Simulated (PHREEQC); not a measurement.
A solution holds 56 mmol/kgw HCl, 0.77 mmol/kgw Li2SO4 and 16 mmol/kgw Na2SO4, at 10 °C. Closed to the air; pH follows from the charge balance.

All values are PHREEQC results (Pitzer model, pitzer.dat), not measurements.

Each row changes one thing in this solution. Precipitation was switched off in this run.

```csv
case,pH,ionic strength (mol/kgw),HSO4- (mol/kgw)
as made,1.41,0.0898,0.00823
HCl left out,7.36,0.0503,2.57e-8
HCl replaced by MgCl2 at the same molality,7.04,0.218,2.38e-8
temperature from 10 to 20 °C,…,0.0878,0.00924
diluted 100-fold with water,…,…,…
Na2SO4 replaced by MgSO4 at the same molality,1.41,0.107,…
```

Task: What belongs in the gaps?

Result: 
- temperature from 10 to 20 °C, pH: 1.42
- diluted 100-fold with water, pH: 3.27
- diluted 100-fold with water, ionic strength (mol/kgw): 0.00105
- diluted 100-fold with water, HSO4- (mol/kgw): 4.95e-6
- Na2SO4 replaced by MgSO4 at the same molality, HSO4- (mol/kgw): 0.00758

Constants without temperature data keep their 25 °C values here.
